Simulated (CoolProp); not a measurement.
trans-2-butene along the isotherm 485.1 K: fugacity coefficient from the reference equation and from simpler models built on Tc = 428.6 K, pc = 4019 kPa, ω = 0.210; each cubic takes its own stable root.

Model: reference Helmholtz-energy equation of state, Lemmon 2005, in CoolProp. It is a short technical equation, of lower accuracy than the large ones.

```tsv
p (kPa)	phase	reference
126	gas	0.9928
251	gas	0.9857
377	gas	0.9785
502	gas	0.9714
628	gas	0.9643
754	gas	0.9572
879	gas	0.9502
1000	gas	0.9435
1130	gas	0.9362
1260	gas	0.9290
1380	gas	0.9224
1510	gas	0.9152
1630	gas	0.9086
1760	gas	0.9015
1880	gas	0.8949
2010	gas	0.8878
```

Q: How far does each simpler model (van der Waals, Soave-Redlich-Kwong) lie from the reference over these 16 states: mean and median of the absolute difference, and the worst?

A: 
- van der Waals: mean 0.3 %, median 0.3 %, worst +0.5 % at 485.1 K and 2010 kPa
- Soave-Redlich-Kwong: mean 0.2 %, median 0.2 %, worst +0.4 % at 485.1 K and 2010 kPa
